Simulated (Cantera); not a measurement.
Feed: 1 mol SiH2Cl2, 0.0059 mol C2H4, 1100 mol H2, 0.01 mol C3H8, at 1.00 bar.

These are equilibrium values from Cantera (NASA tables, ideal gas, pure condensed phases), not measurements of a reactor. Candidate condensed phases: C, C6H6, C7H8, C8H18, Si, SiC; 109 gas species. Mutual solubility and eutectic melting of coexisting phases are not modelled. Gases not in the tables: Si2H6 and higher silanes. Equilibrium is a limit: real reactors are often held back by kinetics, nucleation or transport. All values below are at 1823 K.

Base state: H2 0.998, HCl 0.00179, H 0.000433, SiH2 3.50e-5, CH4 1.90e-5 (mole fractions); condensed: Si(l) + SiC(s).

Question: What changes in the equilibrium state with this change: pressure from 1.00 bar to 6.00 mbar?

Answer: 
```json
[
 {"species": "H2", "before": "0.998", "after": "0.992"},
 {"species": "H", "before": "0.000433", "after": "0.00557"},
 {"species": "HCl", "before": "0.00179", "after": "0.00177"},
 {"species": "Si", "before": "4.42e-6", "after": "0.000733"},
 {"species": "CH4", "before": "1.90e-5", "after": "1.13e-7"},
 {"species": "SiH", "before": "4.72e-6", "after": "6.04e-5"},
 {"species": "SiH2", "before": "3.50e-5", "after": "3.47e-5"},
 {"species": "Si(l), mol", "before": "0.918", "after": "0"},
 {"species": "SiC(s), mol", "before": "0.0203", "after": "0.0316"}
]
```
